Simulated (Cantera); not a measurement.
Input (Python, Cantera) and output of one run.

```python
import numpy as np
import cantera as ct

gas_names = """
    C CH CH2 CH3 CH2OH CH3O CH4 CH3OH CO CO2 COOH C2 C2H CHCO,ketyl C2H2,acetylene C2H2,vinylidene
    CH2CO,ketene C2H3,vinyl CH3CO,acetyl C2H4 C2H4O,ethylen CH3CHO,ethanal CH3COOH (HCOOH)2 C2H5 C2H6
    CH3OCH3 C2H5OH C2O C3 C3H3,propargyl C3H4,allene C3H4,propyne C3H4,cyclo- C3H5,allyl C3H6,propylene
    C3H6,cyclo- C3H6O C3H7,n-propyl C3H7,i-propyl C3H8 C3H8O,1propanol C3H8O,2propanol C3O2 C4 C4H2
    C4H4,1,3-cyclo- C4H6,butadiene C4H6,2-butyne C4H6,cyclo- C4H8,1-butene C4H8,cis2-buten
    C4H8,tr2-butene C4H8,isobutene C4H8,cyclo- (CH3COOH)2 C4H9,n-butyl C4H9,i-butyl C4H9,s-butyl
    C4H9,t-butyl C4H10,isobutane C4H10,n-butane C5 C5H6,1,3cyclo- C5H8,cyclo- C5H10,1-pentene
    C5H10,cyclo- C5H11,pentyl C5H11,t-pentyl C5H12,n-pentane C5H12,i-pentane CH3C(CH3)2CH3 C6H2
    C6H5,phenyl C6H5O,phenoxy C6H6 C6H5OH,phenol C6H10,cyclo- C6H12,1-hexene C6H12,cyclo- C6H13,n-hexyl
    C7H7,benzyl C7H8 C7H8O,cresol C7H14,1-heptene C7H15,n-heptyl C7H16,n-heptane C8H8,styrene
    C8H10,ethylbenz C8H16,1-octene C8H17,n-octyl C8H18,isooctane C8H18,n-octane C9H19,n-nonyl
    C10H8,naphthale C10H21,n-decyl C12H9,o-bipheny C12H10,bipheny H HCO HO2 H2 HCHO,formaldehy HCOOH H2O
    H2O2 Mg MgH MgO MgOH MgO2H2 Mg2 O OH O2 O3
""".split()
cond_names = """
    C(gr) C6H6(L) C7H8(L) C8H18(L),n-octa H2O(s) H2O(L) Mg(cr) Mg(L) MgCO3(s) MgO(s) MgO(L) MgO2H2(s)
""".split()


def load(file, names, dense=False):
    # The tables refer to 1 bar. Condensed volumes are neglected.
    table = {s.name: s for s in ct.Species.list_from_file(file)}
    out = []
    for n in names:
        d = dict(table[n].input_data)
        d["thermo"] = dict(d["thermo"], **{"reference-pressure": 1e5})
        if dense:
            d["equation-of-state"] = {"model": "constant-volume", "density": "1e6 g/cm^3"}
        out.append(ct.Species.from_dict(d))
    return out


gas = ct.Solution(thermo="ideal-gas", species=load("nasa_gas.yaml", gas_names))
cond = {s.name: ct.Solution(thermo="fixed-stoichiometry", species=[s], name=s.name)
        for s in load("nasa_condensed.yaml", cond_names, dense=True)}
atoms = {
    'MgO': {'Mg': 1, 'O': 1},
    'CO': {'C': 1, 'O': 1},
    'H2': {'H': 2},
}
top_T = {'C(gr)': 4500}  # K; cautious upper limits of use, not melting points


def equilibrate(T, P, feed):
    n = {}
    for name, mol in feed.items():
        for a, k in atoms[name].items():
            n[a] = n.get(a, 0.0) + k * mol
    gas.TPX = T, P, n
    mass = sum(n.values()) * gas.mean_molecular_weight
    gas.equilibrate("TP")
    valid = [c for c in cond.values() if c.min_temp <= T <= top_T.get(c.name, c.max_temp)]
    mix = ct.Mixture([(gas, mass / gas.mean_molecular_weight)] + [(c, 0.0) for c in valid])
    mix.T, mix.P = T, P
    mix.equilibrate("TP", solver="vcs", rtol=1e-11, max_steps=5000)
    return mix


results = []
feed = {'MgO': 1, 'CO': 3.3, 'H2': 0.76}  # mol
P = 56000  # Pa
for T in [1523, 1623, 1723, 1823, 1923, 2023, 2123, 2223, 2323, 2423, 2523, 2623]:
    mix = equilibrate(T, P, feed)
    results.append((T, P, feed, dict(zip(mix.species_names, mix.species_moles))))
    x = sorted(zip(gas.X, gas.species_names), reverse=True)
    print(f"T = {T:g} K  P = {P:g} Pa  gas = {mix.phase_moles(0):.4g} mol")
    print("   x: " + "  ".join(f"{s} {v:.3e}" for v, s in x if v > 0.001))
    print("   condensed (mol): " + ("  ".join(f"{mix.phase(i).name} {mix.phase_moles(i):.4g}"
          for i in range(1, mix.n_phases) if mix.phase_moles(i) > 1e-12) or "none"))
```

It prints:

```
T = 1523 K  P = 56000 Pa  gas = 4.059 mol
   x: CO 8.126e-01  H2 1.870e-01
   condensed (mol): C(gr) 0.001098  MgO(s) 1
T = 1623 K  P = 56000 Pa  gas = 4.06 mol
   x: CO 8.126e-01  H2 1.870e-01
   condensed (mol): C(gr) 5.727e-05  MgO(s) 0.9996
T = 1723 K  P = 56000 Pa  gas = 4.062 mol
   x: CO 8.123e-01  H2 1.869e-01
   condensed (mol): MgO(s) 0.9987
T = 1823 K  P = 56000 Pa  gas = 4.064 mol
   x: CO 8.116e-01  H2 1.865e-01
   condensed (mol): MgO(s) 0.9967
T = 1923 K  P = 56000 Pa  gas = 4.068 mol
   x: CO 8.102e-01  H2 1.856e-01  Mg 1.793e-03
   condensed (mol): MgO(s) 0.9927
T = 2023 K  P = 56000 Pa  gas = 4.077 mol
   x: CO 8.076e-01  H2 1.840e-01  Mg 3.654e-03  H2O 1.892e-03  CO2 1.779e-03  H 1.088e-03
   condensed (mol): MgO(s) 0.985
T = 2123 K  P = 56000 Pa  gas = 4.093 mol
   x: CO 8.030e-01  H2 1.809e-01  Mg 6.936e-03  H2O 3.698e-03  CO2 3.269e-03  H 2.039e-03
   condensed (mol): MgO(s) 0.9714
T = 2223 K  P = 56000 Pa  gas = 4.119 mol
   x: CO 7.956e-01  H2 1.759e-01  Mg 1.236e-02  H2O 6.726e-03  CO2 5.678e-03  H 3.591e-03
   condensed (mol): MgO(s) 0.9485
T = 2323 K  P = 56000 Pa  gas = 4.16 mol
   x: CO 7.839e-01  H2 1.681e-01  Mg 2.079e-02  H2O 1.144e-02  CO2 9.394e-03  H 5.967e-03
   condensed (mol): MgO(s) 0.9123
T = 2423 K  P = 56000 Pa  gas = 4.222 mol
   x: CO 7.668e-01  H2 1.567e-01  Mg 3.315e-02  H2O 1.821e-02  CO2 1.490e-02  H 9.380e-03
   condensed (mol): MgO(s) 0.8574
T = 2523 K  P = 56000 Pa  gas = 4.311 mol
   x: CO 7.427e-01  H2 1.413e-01  Mg 5.027e-02  H2O 2.714e-02  CO2 2.277e-02  H 1.396e-02
   condensed (mol): MgO(s) 0.7778
T = 2623 K  P = 56000 Pa  gas = 4.436 mol
   x: CO 7.102e-01  H2 1.220e-01  Mg 7.268e-02  H2O 3.774e-02  CO2 3.365e-02  H 1.966e-02  MgOH 1.617e-03  OH 1.441e-03
   condensed (mol): MgO(s) 0.6666
```

Method: chemical equilibrium by Gibbs-energy minimisation in Cantera with the NASA 1993 tables (ideal gas, pure condensed phases). The tables' values for MgH are old estimates; treat these amounts as uncertain.
